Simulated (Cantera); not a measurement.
An isothermal, constant-pressure homogeneous reactor starts with C₂H₆ : N₂ = 1 : 2.9 (molar parts), at 1525 K and 0.133 bar. Integrator tolerance rtol = 1e-08.

Computed with Cantera and GRI-Mech 3.0 (53 species, 325 reactions). GRI-Mech 3.0 stops at C3 and has no aromatics, soot or wall deposition, so with more carbon than oxygen in the feed, carbon stays in small species such as C2H2 where larger ones or solid carbon would form.

```json
[
 {"quantity": "x(C₂H₆) at 4.00 s", "before": "4.37e-6 (gas-phase equilibrium 3.43e-7)", "after": "1.60e-5 (gas-phase equilibrium 1.19e-5)"},
 {"quantity": "x(H) at 4.00 s", "before": "2.98e-5 (gas-phase equilibrium 3.76e-5)", "after": "2.37e-6 (gas-phase equilibrium 2.31e-6)"},
 {"quantity": "x(C₂H₂) at 4.00 s", "before": "0.159 (gas-phase equilibrium 0.111)", "after": "0.144 (gas-phase equilibrium 0.102)"},
 {"quantity": "x(HCN) at 4.00 s", "before": "9.67e-8 (gas-phase equilibrium 0.112)", "after": "1.33e-9 (gas-phase equilibrium 0.0910)"},
 {"quantity": "x(C₂H₄) at 4.00 s", "before": "0.00147 (gas-phase equilibrium 0.00108)", "after": "0.0113 (gas-phase equilibrium 0.00798)"},
 {"quantity": "x(CH₄) at 4.00 s", "before": "0.0293 (gas-phase equilibrium 0.00551)", "after": "0.0503 (gas-phase equilibrium 0.0465)"},
 {"quantity": "x(CH₃) at 4.00 s", "before": "5.82e-5 (gas-phase equilibrium 1.26e-5)", "after": "8.62e-6 (gas-phase equilibrium 7.59e-6)"}
]
```

### Question
Name the change that produced these shifts.
(A) temperature 1525 to 1323 K
(B) N2 2.9 to 6.4 parts
(C) C2H6 1 to 0.39 parts
(D) N2 2.9 to 2.2 parts

### Answer
A, temperature 1525 to 1323 K
